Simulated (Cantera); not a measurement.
# Low-pressure radical oxidation in H2/O2

A perfectly stirred reactor is fed with H2 : O2 = 0.0051 : 1 (molar parts), at 0.0133 bar; it is held at 1375 K, and followed from long to short residence time.

Detailed kinetics in Cantera: GRI-Mech 3.0 (53 species, 325 reactions). Radical loss at walls, strong at low pressure, is not modelled.

```csv
τ (s),x H2,x O2,x OH,x H2O2,x H
6.5,5.43e-6,0.994,0.000303,2.69e-9,7.68e-6
2.5,9.30e-6,0.993,0.000390,3.50e-9,1.65e-5
0.97,1.59e-5,0.992,0.000483,4.27e-9,3.11e-5
0.38,2.80e-5,0.991,0.000567,4.94e-9,4.92e-5
0.15,5.34e-5,0.991,0.000641,5.57e-9,6.65e-5
0.056,0.000117,0.990,0.000727,6.51e-9,8.22e-5
0.022,0.000262,0.990,0.000844,8.05e-9,9.72e-5
0.0084,0.000609,0.991,0.00101,1.05e-8,0.000112
0.0032,0.00139,0.991,0.00113,1.26e-8,0.000113
```
x: mole fraction; the columns are a selection and need not sum to one.
